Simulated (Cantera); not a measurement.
A perfectly stirred reactor is fed with 18.9 % NO, 81.1 % N2, at 100.0 Torr; it is held at 2073 K, and followed from long to short residence time.

Detailed kinetics in Cantera: GRI-Mech 3.0 (53 species, 325 reactions).

### Question
Predict: x(NO) at τ = 0.660 s; x(N2O) at τ = 0.660 s; x(O2) at τ = 0.660 s; x(O) at τ = 0.660 s; x(N2) at τ = 0.660 s; x(NO) at τ = 23.0 ms; x(N2O) at τ = 23.0 ms; x(O2) at τ = 23.0 ms; x(O) at τ = 23.0 ms; x(N2) at τ = 23.0 ms.

### Answer
```
Property                  Value
---------------------  --------
x(NO) at τ = 0.660 s      0.155
x(N2O) at τ = 0.660 s   1.05e-5
x(O2) at τ = 0.660 s     0.0165
x(O) at τ = 0.660 s    0.000450
x(N2) at τ = 0.660 s      0.828
x(NO) at τ = 23.0 ms      0.188
x(N2O) at τ = 23.0 ms   1.54e-5
x(O2) at τ = 23.0 ms   0.000310
x(O) at τ = 23.0 ms    0.000162
x(N2) at τ = 23.0 ms      0.812
```
